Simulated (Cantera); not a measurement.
Input: 1 mol Si, 1.1 mol HF, held at 16.0 mbar.

These are equilibrium values from Cantera (NASA tables, ideal gas, pure condensed phases), not measurements of a reactor. Candidate condensed phases: Si; 25 gas species. Rates play no part.

Over these rows the condensed part is Si(s). Partial pressures as log10 of bar:

```tsv
T (K)	1000/T (1/K)	log p HF	log p H2	log p SiF4	log p SiHF3
950	1.0526	-6.59	-1.97	-2.28	-3.71
1000	1.0000	-6.23	-1.97	-2.29	-3.70
1050	0.9524	-5.91	-1.98	-2.29	-3.68
1100	0.9091	-5.62	-1.98	-2.29	-3.67
1150	0.8696	-5.35	-1.98	-2.29	-3.66
1200	0.8333	?	-1.98	-2.30	-3.65
```

**Question.** Fit log p(HF) = a + b·(1000/T) to the five rows, give the apparent enthalpy, and predict the row at 1200 K.

**Answer.** Means: 1000/T = 0.9567, log p = -5.940. Sxy = -0.141642, Sxx = 0.0209424, so b = -6.76 and a = -5.940 − (-6.76)×0.9567 = 0.53.
Apparent enthalpy: −19.145 × (-6.76) = 129 kJ/mol. With the condensed phases at unit activity, 1/2 H2(g) + 1/4 SiF4(g) = HF(g) + 1/4 Si(s) links this pressure to the main gases: over the six rows their terms move log p by -0.01 in all, so the slope is close to that reaction's ΔH°. The five rows lie within 0.01 of the line.
Prediction at 1200 K: 0.53 + (-6.76)×0.8333 = -5.10. The computed value is -5.11, 0.01 from the line.
